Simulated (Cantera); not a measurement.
Input: 1 mol Fe2O3, 3.9 mol HCl, 54 mol N2, equilibrated at 1.00 Torr.

Equilibrium computed with Cantera from the NASA thermochemical tables; the gas is ideal and each condensed phase is pure. Candidate condensed phases: Fe, FeCl2, FeCl3, FeO, Fe(OH)2, Fe(OH)3, Fe2O3, Fe3O4, H2O, NH4Cl; 37 gas species. Mutual solubility and eutectic melting of coexisting phases are not modelled. The tables' stoichiometric FeO is somewhat more stable than real wüstite, so its field is too wide. FeO: taken at fixed stoichiometry. The numbers say what is thermodynamically allowed, not how fast it happens. All values below are at 1450 °C.

Base state: N2 0.925, HCl 0.0262, H2O 0.0199, FeCl2 0.0168, Cl 0.00693, O2 0.00421, NO 0.000485, OH 0.000372 (mole fractions); condensed: FeO(l) + Fe3O4(s).

**Question.** What changes in the equilibrium state with this change: HCl from 3.9 to 16 mol?

**Answer.** 
```json
[
 {"species": "N2", "before": "0.925", "after": "0.761"},
 {"species": "HCl", "before": "0.0262", "after": "0.147"},
 {"species": "H2O", "before": "0.0199", "after": "0.0383"},
 {"species": "Cl", "before": "0.00693", "after": "0.0221"},
 {"species": "FeCl2", "before": "0.0168", "after": "0.0282"},
 {"species": "Cl2", "before": "1.36e-6", "after": "1.39e-5"},
 {"species": "FeO", "before": "2.93e-5", "after": "2.99e-6"},
 {"species": "Fe", "before": "3.43e-5", "after": "5.64e-6"},
 {"species": "H2", "before": "0.000214", "after": "0.000664"},
 {"species": "FeO(l), mol", "before": "0.180", "after": "0"},
 {"species": "Fe3O4(s), mol", "before": "0.277", "after": "0"}
]
```

**Question.** What changes in the equilibrium state with this change: pressure from 1.00 Torr to 0.0188 Torr?

**Answer.** 
| species | before | after |
|---|---|---|
| N2 | 0.925 | 0.903 |
| HCl | 0.0262 | 0.0220 |
| H2O | 0.0199 | 0.0194 |
| Cl | 0.00693 | 0.0188 |
| Fe | 3.43e-5 | 0.00958 |
| FeCl2 | 0.0168 | 0.0122 |
| FeO | 2.93e-5 | 0.00156 |
| H | 7.30e-5 | 0.00120 |
| FeCl | 1.62e-6 | 2.31e-5 |
| FeO(l), mol | 0.180 | 0.602 |
| Fe3O4(s), mol | 0.277 | 0 |
